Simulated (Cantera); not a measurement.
An isothermal, constant-pressure homogeneous reactor starts with N₂O = 1 (molar parts), at 1600 K and 10.00 Torr. Integrator tolerance rtol = 1e-08.

Computed with Cantera and GRI-Mech 3.0 (53 species, 325 reactions). GRI-Mech 3.0 was tuned for natural gas; its chemistry of N2O as a main component is partial and can be far from experiment. Radical loss at walls, strong at low pressure, is not modelled. The temperature is held fixed by assumption; the heat of reaction is taken as removed at once.

Question: What does this change do: temperature 1600 to 1173 K?

Answer: 
| quantity | before | after |
|---|---|---|
| x(N₂O) at 20.0 s | 1.00e-5 (gas-phase equilibrium 1.42e-8) | 0.867 (gas-phase equilibrium 1.40e-9) |
| x(NO₂) at 20.0 s | 9.52e-5 (gas-phase equilibrium 1.31e-6) | 1.37e-6 (gas-phase equilibrium 5.16e-7) |
| x(NO) at 20.0 s | 0.197 (gas-phase equilibrium 0.00225) | 0.00836 (gas-phase equilibrium 0.000184) |
| x(O) at 20.0 s | 6.23e-5 (gas-phase equilibrium 7.28e-5) | 1.19e-6 (gas-phase equilibrium 7.03e-8) |
| x(N₂) at 20.0 s | 0.568 (gas-phase equilibrium 0.666) | 0.0845 (gas-phase equilibrium 0.667) |
The mechanism lacks the step 2 NO + O2 → 2 NO2, which can matter for NO2 below about 1400 K.

Question: What does this change do: temperature 1600 to 1275 K?

Answer: 
```csv
quantity,before,after
x(N₂O) at 20.0 s,1.00e-5 (gas-phase equilibrium 1.42e-8),0.434 (gas-phase equilibrium 2.78e-9)
x(NO₂) at 20.0 s,9.52e-5 (gas-phase equilibrium 1.31e-6),1.10e-5 (gas-phase equilibrium 6.81e-7)
x(NO) at 20.0 s,0.197 (gas-phase equilibrium 0.00225),0.0517 (gas-phase equilibrium 0.000391)
x(O) at 20.0 s,6.23e-5 (gas-phase equilibrium 7.28e-5),5.44e-6 (gas-phase equilibrium 5.62e-7)
x(N₂) at 20.0 s,0.568 (gas-phase equilibrium 0.666),0.351 (gas-phase equilibrium 0.666)
```
The mechanism lacks the step 2 NO + O2 → 2 NO2, which can matter for NO2 below about 1400 K.
